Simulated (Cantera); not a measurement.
Input (Python, Cantera):

```python
import numpy as np
import cantera as ct

gas = ct.Solution("gri30.yaml")
gas.TPX = 550, 84000, {'CH4': 1, 'H2': 0.43, 'O2': 1.48, 'N2': 3.84}
flame = ct.FreeFlame(gas, width=0.045)
flame.set_refine_criteria(ratio=3, slope=0.08, curve=0.16)
flame.transport_model = "mixture-averaged"
flame.solve(loglevel=0, auto=True)
flame.transport_model = "multicomponent"
flame.soret_enabled = False
flame.solve(loglevel=0, refine_grid=True)
z, T = flame.grid, flame.T
thick = (T[-1] - T[0]) / np.gradient(T, z).max()
show = ['CH4', 'H2', 'O2', 'C2H4', 'CH3', 'NO']
print(f"laminar burning velocity  {flame.velocity[0] * 100:.3f} cm/s")
print(f"burnt temperature         {T[-1]:.1f} K")
print(f"thermal thickness         {thick * 1e3:.4f} mm")
print(f"grid points               {len(z)}")
z0 = z[flame.heat_release_rate.argmax()]
print(f"{'z/mm':>9s}{'T/K':>9s}{'u/(m/s)':>9s}" + "".join(f"{s:>11s}" for s in show))
rows = []
for k in (-3, -2, -1.5, -1, -0.5, -0.25, 0, 0.25, 0.5, 1, 2, 4, 8):
    zz = z0 + k * thick
    rows.append([k * thick, np.interp(zz, z, T), np.interp(zz, z, flame.velocity),
                 *(np.interp(zz, z, flame.X[gas.species_index(s)]) for s in show)])
    print(f"{rows[-1][0] * 1e3:9.3f}{rows[-1][1]:9.1f}{rows[-1][2]:9.3f}" + "".join(f"{x:11.3e}" for x in rows[-1][3:]))
```

Result:

```
laminar burning velocity  136.186 cm/s
burnt temperature         2389.5 K
thermal thickness         0.3759 mm
grid points               154
     z/mm      T/K  u/(m/s)        CH4         H2         O2       C2H4        CH3         NO
   -1.128    550.2    1.363  1.480e-01  6.457e-02  2.190e-01  1.039e-08  1.134e-08  1.727e-10
   -0.752    552.3    1.372  1.476e-01  6.673e-02  2.185e-01  2.674e-07  1.837e-07  3.144e-09
   -0.564    562.8    1.403  1.466e-01  7.003e-02  2.172e-01  2.641e-06  1.293e-06  2.362e-08
   -0.376    647.8    1.630  1.408e-01  7.760e-02  2.107e-01  4.743e-05  2.127e-05  3.114e-07
   -0.188   1137.1    2.934  1.027e-01  9.161e-02  1.679e-01  7.773e-04  1.114e-03  3.919e-06
   -0.094   1580.3    4.158  5.968e-02  9.920e-02  1.157e-01  1.796e-03  5.415e-03  9.574e-06
    0.000   1975.0    5.295  1.987e-02  1.025e-01  5.748e-02  1.420e-03  7.736e-03  2.015e-05
    0.094   2189.0    5.917  4.124e-03  1.004e-01  2.170e-02  3.007e-04  3.694e-03  3.770e-05
    0.188   2269.7    6.142  8.051e-04  9.850e-02  7.458e-03  2.986e-05  1.098e-03  5.940e-05
    0.376   2307.9    6.234  4.837e-05  9.865e-02  1.172e-03  2.033e-07  8.376e-05  9.596e-05
    0.752   2321.8    6.258  7.712e-07  1.001e-01  3.815e-04  4.924e-10  1.393e-06  1.304e-04
    1.504   2335.7    6.288  2.424e-09  1.007e-01  2.957e-04  1.517e-12  4.135e-09  1.495e-04
    3.007   2353.3    6.328  7.654e-12  1.011e-01  2.131e-04  3.879e-15  1.172e-11  1.569e-04
```

Computed with Cantera and GRI-Mech 3.0 (53 species, 325 reactions). Burning velocities carry a grid error of a few per cent, more on coarse grids.
